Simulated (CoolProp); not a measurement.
Vapour-liquid equilibrium of carbon dioxide (1) + ethane (2) at 244 K; x and y are mole fractions of (1).

Model: multi-fluid Helmholtz-energy mixture model, Span 1996 and Bücker 2006; pair parameters Kunz 2012, in CoolProp.

| x | bubble pressure (kPa) | y at the bubble point | dew pressure at overall composition x (kPa) | liquid density (mol/L) |
|---|---|---|---|---|
| 0.05 | 1205 | 0.119 | 1137 | 15.41 |
| 0.2 | 1474 | 0.350 | 1291 | 15.97 |
| 0.35 | 1644 | 0.485 | 1473 | 16.70 |
| 0.5 | 1735 | 0.578 | 1661 | 17.70 |
| 0.65 | 1766 | 0.655 | 1766 | ___ |
| 0.8 | 1736 | 0.741 | 1687 | 20.93 |
| 0.95 | 1583 | ___ | 1525 | ___ |

**Question.** Some entries are withheld; supply them.

**Answer.** 
- 0.65, liquid density (mol/L): 19.07
- 0.95, y at the bubble point: 0.899
- 0.95, liquid density (mol/L): 23.39

y crosses x between x = 0.65 and 0.8: the model has an azeotrope there.

The pair parameters rest on a limited set of measurements; away from them the model extrapolates.
